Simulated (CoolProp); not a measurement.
Aqueous ammonia as a coolant, 26 % by mass, freezing at -60.3 °C, 1 atm.

Model: Melinder's fits for secondary coolants, in CoolProp.

```tsv
T (°C)	density (kg/m³)	cp (kJ/(kg K))	Prandtl number	conductivity (W/(m K))
-36.9	930.5	4.312	132	0.358
-32	928.9	4.297	97.3	0.367
-27.2	?	4.285	74.1	0.375
-22.3	925.2	4.274	57.4	0.384
-17.5	923.2	4.265	45.5	0.393
-12.6	921.0	4.258	36.5	0.401
-7.8	918.8	4.251	30.0	0.410
-2.9	916.4	?	24.8	?
1.9	913.9	4.241	?	0.427
6.8	?	4.237	17.6	0.436
11.7	908.6	4.233	15.1	0.444
16.5	905.8	?	13.0	0.452
21.4	902.9	4.226	11.2	0.461
```

Problem. What belongs in the gaps?

Solution. 
- -27.2, density (kg/m³): 927.1
- -2.9, cp (kJ/(kg K)): 4.246
- -2.9, conductivity (W/(m K)): 0.419
- 1.9, Prandtl number: 20.8
- 6.8, density (kg/m³): 911.3
- 16.5, cp (kJ/(kg K)): 4.230
